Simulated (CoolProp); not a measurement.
Saturation properties of tetrahydrofuran (Tc = 540.2 K, pc = 53.04 bar, ω = 0.234).

Computed with CoolProp (reference Helmholtz-energy equation of state, Fiedler 2023).

```json
[
 {"T (K)": "286.1", "p (bar)": "0.1241", "liquid density (kg/m³)": "895.1", "vapour density (kg/m³)": "0.3784", "enthalpy of vaporisation (kJ/kg)": "454.1", "liquid cp (kJ/(kg K))": "1.682"},
 {"T (K)": "303.6", "p (bar)": "0.2734", "liquid density (kg/m³)": "875.9", "vapour density (kg/m³)": "0.7892", "enthalpy of vaporisation (kJ/kg)": "441.9", "liquid cp (kJ/(kg K))": "1.744"},
 {"T (K)": "321.2", "p (bar)": "0.5464", "liquid density (kg/m³)": "856.2", "vapour density (kg/m³)": "1.502", "enthalpy of vaporisation (kJ/kg)": "429.4", "liquid cp (kJ/(kg K))": "1.811"},
 {"T (K)": "338.7", "p (bar)": "1.001", "liquid density (kg/m³)": "836.2", "vapour density (kg/m³)": "2.637", "enthalpy of vaporisation (kJ/kg)": "416.6", "liquid cp (kJ/(kg K))": "1.883"},
 {"T (K)": "356.3", "p (bar)": "1.717", "liquid density (kg/m³)": "815.4", "vapour density (kg/m³)": "4.360", "enthalpy of vaporisation (kJ/kg)": "403.2", "liquid cp (kJ/(kg K))": "1.958"},
 {"T (K)": "373.8", "p (bar)": "2.770", "liquid density (kg/m³)": "794.1", "vapour density (kg/m³)": "6.832", "enthalpy of vaporisation (kJ/kg)": "389.1", "liquid cp (kJ/(kg K))": "2.036"},
 {"T (K)": "391.4", "p (bar)": "4.270", "liquid density (kg/m³)": "771.8", "vapour density (kg/m³)": "10.30", "enthalpy of vaporisation (kJ/kg)": "373.9", "liquid cp (kJ/(kg K))": "2.119"},
 {"T (K)": "408.9", "p (bar)": "6.302", "liquid density (kg/m³)": "748.5", "vapour density (kg/m³)": "14.98", "enthalpy of vaporisation (kJ/kg)": "357.5", "liquid cp (kJ/(kg K))": "2.206"},
 {"T (K)": "426.5", "p (bar)": "9.002", "liquid density (kg/m³)": "723.7", "vapour density (kg/m³)": "21.27", "enthalpy of vaporisation (kJ/kg)": "339.4", "liquid cp (kJ/(kg K))": "2.302"}
]
```

It boils at 339.1 K under 1 atm.
